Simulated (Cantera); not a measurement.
An isothermal, constant-pressure homogeneous reactor starts with 2.51 % C₂H₆, 0.763 % O₂, 96.5 % N₂, 0.193 % CH₄, equivalence ratio 12, at 1425 K and 7500 Torr.

Computed with Cantera and GRI-Mech 3.0 (53 species, 325 reactions). GRI-Mech 3.0 stops at C3 and has no aromatics, soot or wall deposition, so with more carbon than oxygen in the feed, carbon stays in small species such as C2H2 where larger ones or solid carbon would form.

Question: Predict: x(C₂H₆) at 8.00 s; x(CH₂CO) at 8.00 s; x(CH₄) at 8.00 s.

Answer: 
```json
{
 "x(C₂H₆) at 8.00 s": "1.15e-5 (gas-phase equilibrium 4.25e-6)",
 "x(CH₂CO) at 8.00 s": "2.98e-7 (gas-phase equilibrium 2.85e-8)",
 "x(CH₄) at 8.00 s": "0.0121 (gas-phase equilibrium 0.00869)"
}
```
